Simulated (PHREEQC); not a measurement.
A column of 0.2 m (30 cells, dispersivity 0.016 m, 300 s a shift, diffusion coefficient 3e-10 m²/s) holds 0.0041 eq of the database's cation exchanger X per kg of pore water, first in equilibrium with 0.00036 mol KCl, 0.0068 mol NaCl and 1e-05 mol HCl per kg of water. It is flushed with 0.0016 mol/kgw KBr and 1e-05 mol/kgw HCl, at 25 °C. Values are for the last cell. CO2 from the air is kept out. Precipitation was switched off in this run.

The series has 31 steps of pore volumes, from 0 to 8.017.

Computed with PHREEQC (ion-association model, phreeqc.dat).

Task: After how many pore volumes does Br at the outlet first reach half of its feed value?

Result: By 1.1 pore volumes.
